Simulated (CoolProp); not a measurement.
Vapour-liquid equilibrium of R22 (1) + n-hexane (2) at 300.5 K; x and y are mole fractions of (1).

Computed with CoolProp (multi-fluid Helmholtz-energy mixture model, Kamei 1995 and Thol 2019; pair parameters Bell 2016).

```json
[
 {"x": "0.05", "bubble pressure (kPa)": "98.52", "y at the bubble point": "0.777", "dew pressure at overall composition x (kPa)": "23.49", "liquid density (mol/L)": "___"},
 {"x": "0.15", "bubble pressure (kPa)": "244.5", "y at the bubble point": "0.913", "dew pressure at overall composition x (kPa)": "26.25", "liquid density (mol/L)": "8.175"},
 {"x": "0.25", "bubble pressure (kPa)": "376.1", "y at the bubble point": "0.946", "dew pressure at overall composition x (kPa)": "___", "liquid density (mol/L)": "8.617"},
 {"x": "0.35", "bubble pressure (kPa)": "490.8", "y at the bubble point": "0.961", "dew pressure at overall composition x (kPa)": "34.31", "liquid density (mol/L)": "9.097"},
 {"x": "0.45", "bubble pressure (kPa)": "590.1", "y at the bubble point": "0.970", "dew pressure at overall composition x (kPa)": "40.50", "liquid density (mol/L)": "9.621"},
 {"x": "0.55", "bubble pressure (kPa)": "678.5", "y at the bubble point": "___", "dew pressure at overall composition x (kPa)": "49.42", "liquid density (mol/L)": "10.19"},
 {"x": "0.65", "bubble pressure (kPa)": "761.7", "y at the bubble point": "0.981", "dew pressure at overall composition x (kPa)": "63.36", "liquid density (mol/L)": "10.82"},
 {"x": "0.75", "bubble pressure (kPa)": "846.6", "y at the bubble point": "0.985", "dew pressure at overall composition x (kPa)": "88.23", "liquid density (mol/L)": "11.52"},
 {"x": "0.85", "bubble pressure (kPa)": "940.0", "y at the bubble point": "0.991", "dew pressure at overall composition x (kPa)": "145.1", "liquid density (mol/L)": "12.30"},
 {"x": "0.95", "bubble pressure (kPa)": "1049", "y at the bubble point": "___", "dew pressure at overall composition x (kPa)": "401.2", "liquid density (mol/L)": "13.18"}
]
```

Task: What belongs in the gaps?

Result: 
- 0.05, liquid density (mol/L): 7.766
- 0.25, dew pressure at overall composition x (kPa): 29.75
- 0.55, y at the bubble point: 0.976
- 0.95, y at the bubble point: 0.997

No azeotrope shows between x = 0.05 and 0.95.

The pair parameters rest on a limited set of measurements; away from them the model extrapolates. The gap from Raoult's law changes sign with composition, which may be real or a fault of the pair parameters; it wasn't checked against measurements.
